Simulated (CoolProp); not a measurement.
Vapour-liquid equilibrium of n-butane (1) + n-decane (2) at 0.583 bar; x and y are mole fractions of (1).

Computed with CoolProp (multi-fluid Helmholtz-energy mixture model, Bücker 2006 and Lemmon 2006; pair parameters Kunz 2012).

```
x      bubble temperature (°C)  y at the bubble point  dew temperature at overall composition x (°C)  liquid density (mol/L)
-----  -----------------------  ---------------------  ---------------------------------------------  ----------------------
0.05                      83.9                  0.918                                          151.8                   4.907
0.125                     43.0                  0.991                                          148.9                   5.355
0.2                       26.0                  0.997                                          145.8                   5.688
0.275                     16.2                  0.999                                          142.5                   6.000
0.35                       9.6                  0.999                                          139.0                   6.315
0.425                      4.8                  1.000                                          135.1                   6.643
0.5                        1.0                  1.000                                          130.8                   6.993
0.575                     -2.1                  1.000                                          125.9                   7.371
0.65                      -4.7                  1.000                                          120.2                   7.785
0.725                     -7.0                  1.000                                          113.5                   8.246
0.8                       -9.1                  1.000                                          105.1                   8.767
0.875                    -11.1                  1.000                                           93.5                   9.363
0.95                     -13.0                  1.000                                           73.3                   10.06
```

No azeotrope shows between x = 0.05 and 0.95.

The pair parameters rest on a limited set of measurements; away from them the model extrapolates. The gap from Raoult's law changes sign with composition, which may be real or a fault of the pair parameters; it wasn't checked against measurements.
